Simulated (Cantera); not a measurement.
A perfectly stirred reactor is fed with CH3OH : O2 : N2 = 1 : 1 : 3.76 (molar parts), equivalence ratio 1.5, at 1.01 bar; it is adiabatic with a 700 K inlet, and is followed from long to short residence time, starting on the burning branch (τ in s: 0.33, 0.14, 0.058, 0.024, 0.01, 0.0043, 0.0018, 0.00075, 0.00032, 0.00013, 5.6e-05, 2.3e-05, 9.8e-06).

Model: GRI-Mech 3.0 (53 species, 325 reactions), integrated in Cantera. GRI-Mech 3.0 was tuned for natural gas; its chemistry of methanol as a main component is partial and can be far from experiment.

Task: What does this change do: O2 1 to 0.79 parts?

Result: 
```csv
quantity,before,after
"blow-out, bracketed by the residence times tried","burning at 56.0 µs, out at 23.0 µs","burning at 0.320 ms, out at 0.130 ms"
x(CH3OH) at τ = 0.330 s,3.75e-7,1.15e-6
x(O2) at τ = 0.330 s,6.16e-5,2.37e-5
x(H2) at τ = 0.330 s,0.0610,0.106
x(H) at τ = 0.330 s,0.00223,0.00134
x(NO2) at τ = 0.330 s,2.40e-9,2.54e-11
x(CH3OH) at τ = 1.80 ms,1.57e-5,4.72e-5
x(O2) at τ = 1.80 ms,0.00154,0.000929
x(H2) at τ = 1.80 ms,0.0614,0.104
x(H) at τ = 1.80 ms,0.0116,0.00633
x(NO2) at τ = 1.80 ms,3.24e-9,2.52e-10
```
